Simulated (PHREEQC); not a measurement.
Solution (25 °C): 66 mmol/kgw Al2(SO4)3, 16 mmol/kgw CaCl2, 0.67 mmol/kgw NaHCO3 and 2 mmol/kgw NaCl. Closed to the air; pH follows from the charge balance.

The numbers come from PHREEQC with the ion-association model, wateq4f.dat.

Task: The ionic strength comes out as 0.247 mol/kgw. What activity coefficients do AlHSO4+2, Na+, HCO3-, AlOH+2, H+ get?

Result: AlHSO4+2 0.30, Na+ 0.73, HCO3- 0.73, AlOH+2 0.29, H+ 0.79.

This is a speciation only: nothing precipitates in the calculation. Examples of supersaturated solids here: Basaluminite, Gypsum. Others may be too.
